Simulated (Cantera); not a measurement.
Cantera with NASA thermochemical tables; ideal gases at 1 bar, condensed phases pure. Values are per mole of reaction as written; species without (g) are pure solids or liquids, kept so even where they would boil at 1 bar. ZrN: taken at fixed stoichiometry.

Problem. Between 523 and 2023 K, where is each reaction favourable under standard conditions?
- 4 N2O(g) + 3 ZrO2 = 5 NO2(g) + 3 ZrN
- ZrN + 4 O(g) = ZrO2(g) + NO2(g)
- 2 NO(g) + 3 Zr = 2 ZrN + ZrO2

Solution. 
- 4 N2O(g) + 3 ZrO2 = 5 NO2(g) + 3 ZrN: ΔG° is 1893 kJ at 523 K and 1520 kJ at 2023 K; it stays positive (K < 1). ΔH° is 1992 kJ and ΔS° 233 J/K at 2023 K.
- ZrN + 4 O(g) = ZrO2(g) + NO2(g): ΔG° is -792 kJ at 523 K and -467 kJ at 2023 K; it stays negative (K > 1). ΔH° is -934 kJ and ΔS° -231 J/K at 2023 K.
- 2 NO(g) + 3 Zr = 2 ZrN + ZrO2: ΔG° is -1797 kJ at 523 K and -1216 kJ at 2023 K; it stays negative (K > 1). ΔH° is -1977 kJ and ΔS° -376 J/K at 2023 K.
